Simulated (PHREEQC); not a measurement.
Dissolve 4.4 mmol/kgw LiOH and 0.06 mmol/kgw NaHS at 29 °C. Closed to the air; pH follows from the charge balance.

The numbers come from PHREEQC with the ion-association model, phreeqc.dat.

No solid was allowed to form.

Problem. Estimate the pH, specific conductance.

Solution. pH 11.48; specific conductance 1090 µS/cm.

The database's pK near 12.9 for HS-/S-2 is now thought far too low, so its S-2 is overstated.
